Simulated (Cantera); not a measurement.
An isothermal, constant-pressure homogeneous reactor starts with 0.127 % CO, 0.637 % O₂, 1.27 % H₂O, 98.0 % N₂, equivalence ratio 0.10, at 1200 K and 82.5 Torr.

Cantera simulation using GRI-Mech 3.0 (53 species, 325 reactions); the numbers are that mechanism's predictions, not measurements.

x: mole fraction; the columns are a selection and need not sum to one.

```
t (s)           x CO     x O₂   x H₂O      x H₂O₂       x N₂O        x NO         x O
--------  ----------  -------  ------  ----------  ----------  ----------  ----------
0.000100     0.00127  0.00637  0.0127      <1e-12      <1e-12      <1e-12    4.35e-12
0.000613     0.00127  0.00637  0.0127      <1e-12      <1e-12      <1e-12    2.53e-11
0.00376      0.00127  0.00637  0.0127      <1e-12      <1e-12      <1e-12    1.37e-10
0.0231       0.00127  0.00637  0.0127      <1e-12      <1e-12      <1e-12     1.21e-8
0.141     (withheld)  0.00580  0.0125  (withheld)  (withheld)  (withheld)  (withheld)
0.867        7.45e-7  0.00573  0.0127     2.29e-9     4.64e-8     3.09e-8     2.15e-6
5.32         2.57e-8  0.00573  0.0127    1.59e-10     4.65e-8     3.13e-8     1.25e-7
32.6         2.79e-9  0.00573  0.0127    2.22e-11     2.01e-8     3.15e-8     1.69e-8
200         9.21e-10  0.00573  0.0127    7.91e-12  (withheld)     3.16e-8  (withheld)
```

Q: Some entries are withheld; supply them.

A: 
- 0.141, x CO: 0.000120
- 0.141, x H₂O₂: 3.35e-8
- 0.141, x N₂O: 2.42e-8
- 0.141, x NO: 2.00e-8
- 0.141, x O: 0.000105
- 200, x N₂O: 1.05e-9
- 200, x O: 5.94e-9
